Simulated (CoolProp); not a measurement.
A single-stage vapour-compression cycle with trans-2-butene: evaporating at 228.15 K (dew point), condensing at 287.15 K (bubble point), superheat 10 K, subcooling 0 K, compressor efficiency 0.9, no pressure losses. Each further row changes one setting.

Computed with CoolProp (reference Helmholtz-energy equation of state, Lemmon 2005). It is a short technical equation, of lower accuracy than the large ones.

```
case                              cooling COP  pressure ratio  discharge temperature (K)  refrigerating effect (kJ/kg)  volumetric capacity (kJ/m³)
--------------------------------  -----------  --------------  -------------------------  ----------------------------  ---------------------------
as stated                                2.83            14.0                      320.0                           330                          110
evaporating temperature 233.15 K         3.22            10.5                      316.6                           337                          146
condensing temperature 282.15 K          3.15            11.8                      314.3                           342                          114
subcooling 5 K                           2.92            14.0                      320.0                           342                          114
superheat 20 K                           2.83            14.0                      330.9                           344                          110
compressor efficiency 0.8                2.51            14.0                      328.6                           330                          110
```
